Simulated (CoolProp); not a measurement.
Vapour-liquid equilibrium of R125 (1) + R236FA (2) at 194.1 K; x and y are mole fractions of (1).

The numbers come from the multi-fluid Helmholtz-energy mixture model, Lemmon 2005 and Pan 2012; pair parameters Bell 2016 in CoolProp.

```csv
x,"bubble pressure, mixture model (MPa)","bubble pressure, Raoult's law (MPa)","y, mixture model","y, Raoult's law"
0.05,0.001606,0.001532,[?],0.540
0.15,0.003281,0.003111,[?],0.797
0.25,[?],0.004691,0.885,0.881
0.35,[?],0.006270,[?],0.923
0.45,0.008033,0.007849,0.948,0.948
0.55,0.009570,0.009428,0.964,0.965
0.65,[?],0.01101,0.975,0.976
0.75,[?],0.01259,0.984,0.985
0.85,0.01418,0.01417,0.991,0.992
0.95,0.01574,0.01575,0.997,0.998
```

Problem. Some entries are withheld; supply them.

Solution. 
- 0.05, y, mixture model: 0.560
- 0.15, y, mixture model: 0.806
- 0.25, bubble pressure, mixture model (MPa): 0.004901
- 0.35, bubble pressure, mixture model (MPa): 0.006481
- 0.35, y, mixture model: 0.924
- 0.65, bubble pressure, mixture model (MPa): 0.01110
- 0.75, bubble pressure, mixture model (MPa): 0.01264

The largest gap from Raoult's law is +5.5 % in bubble pressure, at x = 0.15. No azeotrope shows between x = 0.05 and 0.95.

The pair parameters rest on a limited set of measurements; away from them the model extrapolates.
